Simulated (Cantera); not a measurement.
A perfectly stirred reactor is fed with 4.55 % CH4, 95.5 % H2, at 21.8 Torr; it is held at 1450 K, and followed from long to short residence time.

Detailed kinetics in Cantera: GRI-Mech 3.0 (53 species, 325 reactions). GRI-Mech 3.0 stops at C3 and has no aromatics, soot or wall deposition, so with more carbon than oxygen in the feed, carbon stays in small species such as C2H2 where larger ones or solid carbon would form. Radical loss at walls, strong at low pressure, is not modelled.

One state of this run: x CH4 = 0.0435; x H2 = 0.955; x C2H6 = 1.66e-6; x C2H2 = 0.000861; x C2H4 = 4.29e-5. x: mole fraction; the columns are a selection and need not sum to one.

Q: Which value of τ (s) does it belong to?
(A) 1.1
(B) 0.017
(C) 17
(D) 4.2

A: D, 4.2
